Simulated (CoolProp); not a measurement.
A closed Brayton cycle with carbon dioxide: compressor inlet 312.15 K and 7.8 MPa, high pressure 23.7 MPa, turbine inlet 805 K, compressor efficiency 0.89, turbine efficiency 0.93, recuperator effectiveness 0.95 (on enthalpy, no pinch check). Each further row changes one setting.

Model: reference Helmholtz-energy equation of state, Span 1996, in CoolProp.

```csv
case,thermal efficiency (%),net work (kJ/kg),compressor to turbine work,compressor exit (K),turbine exit (K)
as stated,38.5,98.3,0.32,393.3,671.1
turbine inlet 755 K,36.2,___,0.35,393.3,626.0
compressor inlet 322.15 K,37.1,88.7,___,415.0,671.1
high pressure 20.1 MPa,37.7,___,0.30,___,690.3
recuperator effectiveness 0.5,___,98.3,0.32,393.3,671.1
```

Question: Complete the blanks.

Answer: 
- turbine inlet 755 K, net work (kJ/kg): 87.9
- compressor inlet 322.15 K, compressor to turbine work: 0.39
- high pressure 20.1 MPa, net work (kJ/kg): 87.1
- high pressure 20.1 MPa, compressor exit (K): 381.1
- recuperator effectiveness 0.5, thermal efficiency (%): 24.7
